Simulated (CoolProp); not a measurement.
Properties of R113 along the isotherm 194.65 °C.

Model: reference Helmholtz-energy equation of state, Marx 1992, in CoolProp.

```
p (MPa)   phase  cp (kJ/(kg K))  cv (kJ/(kg K))  isothermal compressibility (1/MPa)  expansivity (1/kK)
-------  ------  --------------  --------------  ----------------------------------  ------------------
0.942       gas          0.8331          0.7559                               1.217               3.213
1.88        gas          0.9591          0.7820                              0.7995               6.120
2.83     liquid           1.444          0.8232                             0.06439               9.193
3.77     liquid           1.279          0.8105                             0.03645               6.144
4.71     liquid           1.208          0.8037                             0.02612               4.904
5.65     liquid           1.166          0.7993                             0.02061               4.195
6.6      liquid           1.138          0.7962                             0.01712               3.719
7.54     liquid           1.117          0.7940                             0.01472               3.378
8.48     liquid           1.100          0.7923                             0.01296               3.116
```
